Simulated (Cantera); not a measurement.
An adiabatic, constant-volume homogeneous reactor starts with H₂ : O₂ : N₂ = 1 : 0.694 : 2.61 (molar parts), at 1375 K and 225 Torr.

Computed with Cantera and GRI-Mech 3.0 (53 species, 325 reactions).

One state of this run: T (K) = 2744; P (bar) = 0.549; x H₂ = 0.0236; x O₂ = 0.0431; x NO₂ = 3.33e-6; x N₂O = 5.31e-7; x NO = 0.0141; x OH = 0.0326. x: mole fraction; the columns are a selection and need not sum to one.

Task: Which value of t (s) does it belong to?
A) 0.000230
B) 1.10e-5
C) 0.0363
D) 0.00174

Result: C, 0.0363
